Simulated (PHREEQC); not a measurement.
Consider water at 25 °C with 0.00099 mol NaOH, 0.00011 mol NaAlO2 and 0.013 mol Na2CO3 per kg of water. Closed to the air; pH follows from the charge balance.

Equilibrium calculation in PHREEQC: ion-association model, phreeqc.dat.

| quantity | before | after |
|---|---|---|
| pH | 11.18 | 10.22 |
| Al(OH)3 (mol/kgw) | 3.21e-10 | 9.97e-10 |
| SI of Gibbsite (Al(OH)3) | -0.66 | -1.51 |

Task: Name the change that produced these shifts.
A. temperature from 25 to 70 °C
B. diluted 10-fold with water
C. Na2CO3 left out
D. 0.00015 mol/kgw NaHCO3 added
E. 0.00039 mol/kgw HBr added

Result: A, temperature from 25 to 70 °C

Precipitation was switched off in this run. At this temperature some constants are extrapolated from 25 °C, and those without enthalpy data are left unchanged.
